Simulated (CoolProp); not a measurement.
Values from CoolProp's reference Helmholtz-energy equation of state, Lemmon 2006. It is a short technical equation, of lower accuracy than the large ones.

Question: For isohexane, give the phase and the density (kg/m³), Joule-Thomson coefficient (K/MPa) at 140.2 K and 129 kPa.

Answer: 
- 140.2 K and 129 kPa: liquid; density 788, Joule-Thomson coefficient -0.604
